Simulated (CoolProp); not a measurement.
Values from CoolProp's reference Helmholtz-energy equation of state, Thol 2019.

Give the vapour pressure (bar), liquid density (kg/m³), vapour density (kg/m³), surface tension (mN/m) of saturated dodecamethylpentasiloxane (MD3M) at 169.25, 266.75 °C.


```csv
T (°C),p (bar),liquid density (kg/m³),vapour density (kg/m³),surface tension (mN/m)
169.25,0.195,725,2.11,8.63
266.75,2.21,603,23.3,3.40
```

Surface tension comes from a separate correlation (Mulero 2014), older than this fluid's equation and unchecked against measurements.
